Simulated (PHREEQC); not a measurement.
Make-up at 90 °C: 0.013 mol/kgw NaH2PO4, 0.0037 mol/kgw HF and 0.00073 mol/kgw KCl. Closed to the air; pH follows from the charge balance.

All values are PHREEQC results (ion-association model, phreeqc.dat), not measurements.

Q: The ionic strength comes out as 0.0141 mol/kgw. What activity coefficients do HPO4-2, Na+, HF2-, K+, H2PO4- get?

A: HPO4-2 0.59, Na+ 0.87, HF2- 0.87, K+ 0.87, H2PO4- 0.88.

No solid was allowed to form. Complexes and solids missing from the database can't appear. Constants without temperature data keep their 25 °C values here.
